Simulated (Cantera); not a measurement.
**Dilute partial oxidation**

An isothermal, constant-pressure homogeneous reactor starts with 2.83 % CH2O, 2.74 % O2, 94.4 % N2, at 1475 K and 0.600 bar.

Cantera simulation using GRI-Mech 3.0 (53 species, 325 reactions); the numbers are that mechanism's predictions, not measurements. The temperature is held fixed by assumption; the heat of reaction is taken as removed at once.

```json
[
 {"t (s)": "6.00e-6", "x CH2O": "0.0283", "x O2": "0.0274", "x C2H4": "<1e-12", "x H": "2.35e-7", "x HCO": "4.18e-7", "x HO2": "5.05e-6", "x CH2": "<1e-12"},
 {"t (s)": "2.63e-5", "x CH2O": "0.0283", "x O2": "0.0273", "x C2H4": "<1e-12", "x H": "8.33e-7", "x HCO": "1.47e-6", "x HO2": "3.09e-5", "x CH2": "2.60e-12"},
 {"t (s)": "0.000116", "x CH2O": "0.0242", "x O2": "0.0258", "x C2H4": "<1e-12", "x H": "2.19e-5", "x HCO": "3.56e-5", "x HO2": "0.000571", "x CH2": "1.19e-9"},
 {"t (s)": "0.000508", "x CH2O": "1.21e-10", "x O2": "0.0109", "x C2H4": "<1e-12", "x H": "0.00703", "x HCO": "5.32e-8", "x HO2": "1.88e-6", "x CH2": "<1e-12"},
 {"t (s)": "0.00223", "x CH2O": "3.48e-11", "x O2": "0.00410", "x C2H4": "<1e-12", "x H": "0.00360", "x HCO": "1.42e-8", "x HO2": "7.52e-7", "x CH2": "<1e-12"},
 {"t (s)": "0.00978", "x CH2O": "5.13e-12", "x O2": "0.00145", "x C2H4": "<1e-12", "x H": "0.000682", "x HCO": "2.08e-9", "x HO2": "2.67e-7", "x CH2": "<1e-12"},
 {"t (s)": "0.0429", "x CH2O": "<1e-12", "x O2": "0.000393", "x C2H4": "<1e-12", "x H": "0.000148", "x HCO": "2.90e-10", "x HO2": "6.85e-8", "x CH2": "<1e-12"},
 {"t (s)": "0.188", "x CH2O": "<1e-12", "x O2": "5.70e-5", "x C2H4": "<1e-12", "x H": "3.62e-5", "x HCO": "5.48e-11", "x HO2": "9.13e-9", "x CH2": "<1e-12"},
 {"t (s)": "0.827", "x CH2O": "<1e-12", "x O2": "2.28e-6", "x C2H4": "<1e-12", "x H": "6.35e-6", "x HCO": "9.15e-12", "x HO2": "2.60e-10", "x CH2": "<1e-12"},
 {"t (s)": "3.63", "x CH2O": "<1e-12", "x O2": "5.55e-8", "x C2H4": "<1e-12", "x H": "9.58e-7", "x HCO": "1.38e-12", "x HO2": "2.28e-12", "x CH2": "<1e-12"},
 {"t (s)": "15.9", "x CH2O": "<1e-12", "x O2": "8.78e-9", "x C2H4": "<1e-12", "x H": "4.26e-7", "x HCO": "<1e-12", "x HO2": "<1e-12", "x CH2": "<1e-12"},
 {"t (s)": "70.0", "x CH2O": "<1e-12", "x O2": "8.35e-9", "x C2H4": "<1e-12", "x H": "4.18e-7", "x HCO": "<1e-12", "x HO2": "<1e-12", "x CH2": "<1e-12"}
]
```
x: mole fraction; the columns are a selection and need not sum to one.

Equilibrium at this temperature and pressure: CH2O <1e-12, O2 7.71e-9, C2H4 <1e-12, H 3.96e-7, HCO <1e-12, HO2 <1e-12, CH2 <1e-12 (gas phase only).
